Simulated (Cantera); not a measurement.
MgSO₄ + H₂O + CO₂ (calcination and drying)

A closed system holds: 1 mol MgSO₄, 0.78 mol H₂O, 0.052 mol CO₂, equilibrated at 53.0 Pa.

Equilibrium computed with Cantera from the NASA thermochemical tables; the gas is ideal and each condensed phase is pure. Candidate condensed phases: C, C₆H₆, C₇H₈, C₈H₁₈, H₂O, H₂SO₄, Mg, MgCO₃, MgO, Mg(OH)₂, MgS, MgSO₄, S; 130 gas species. The numbers say what is thermodynamically allowed, not how fast it happens.

From 1325 °C to 1925 °C the condensed part is MgO(s). The main Mg-bearing gas is Mg(OH)₂ at 1325 °C and Mg at 1925 °C.

| T (°C) | x SO₂ | x H₂O | x O₂ | x O | x OH | x Mg | x H | x SO | x H₂ | x CO₂ | n MgO(s) |
|---|---|---|---|---|---|---|---|---|---|---|---|
| 1325 | 0.428 | 0.333 | 0.214 | 0.000284 | 0.00210 | 1.24e-8 | 3.29e-5 | 6.24e-5 | 0.000203 | 0.0222 | 1.000 |
| 1400 | 0.428 | 0.332 | 0.213 | 0.000670 | 0.00364 | 1.47e-7 | 0.000107 | 0.000173 | 0.000471 | 0.0222 | 1.000 |
| 1475 | 0.427 | 0.329 | 0.212 | 0.00147 | 0.00598 | 1.41e-6 | 0.000316 | 0.000438 | 0.00101 | 0.0220 | 1.000 |
| 1550 | 0.425 | 0.325 | 0.211 | 0.00301 | 0.00942 | 1.11e-5 | 0.000851 | 0.00103 | 0.00205 | 0.0216 | 1.000 |
| 1625 | 0.421 | 0.318 | 0.210 | 0.00583 | 0.0142 | 7.48e-5 | 0.00211 | 0.00224 | 0.00387 | 0.0210 | 1.000 |
| 1700 | 0.415 | 0.308 | 0.207 | 0.0107 | 0.0206 | 0.000434 | 0.00486 | 0.00459 | 0.00688 | 0.0198 | 0.999 |
| 1775 | 0.403 | 0.290 | 0.205 | 0.0189 | 0.0287 | 0.00221 | 0.0104 | 0.00878 | 0.0114 | 0.0180 | 0.994 |
| 1850 | 0.380 | 0.262 | 0.202 | 0.0318 | 0.0381 | 0.0100 | 0.0206 | 0.0156 | 0.0175 | 0.0154 | 0.973 |
| 1925 | 0.336 | 0.216 | 0.201 | 0.0520 | 0.0473 | 0.0408 | 0.0371 | 0.0248 | 0.0236 | 0.0119 | 0.882 |
x: gas mole fraction; n: condensed amount in mol.
